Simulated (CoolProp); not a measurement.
The fluid at 390.12 K and 0.744 MPa (stagnation) flows isentropically through a choked orifice. The same conditions are run with several fluids, on thermodynamics alone (safety and materials aside).

The numbers come from the reference Helmholtz-energy equation of state of each fluid (n-butane: Bücker 2006; R407C: Lemmon 2003; hydrogen sulfide: Lemmon 2006; R236EA: Rui 2013; R142b: Lemmon 2006) in CoolProp. Blends and air are pseudo-pure fits.

Problem. Rank n-butane, R407C, hydrogen sulfide, R236EA, R142b by throat to inlet pressure ratio, highest first.

Solution. R236EA (0.604), n-butane (0.600), R142b (0.593), R407C (0.585), hydrogen sulfide (0.543)

```json
[
 {"fluid": "n-butane", "mass flux (kg/(m² s))": "2020", "throat temperature (K)": "374.5"},
 {"fluid": "R407C", "mass flux (kg/(m² s))": "2460", "throat temperature (K)": "368.1"},
 {"fluid": "hydrogen sulfide", "mass flux (kg/(m² s))": "1630", "throat temperature (K)": "336.7"},
 {"fluid": "R236EA", "mass flux (kg/(m² s))": "3250", "throat temperature (K)": "377.3"},
 {"fluid": "R142b", "mass flux (kg/(m² s))": "2660", "throat temperature (K)": "371.1"}
]
```
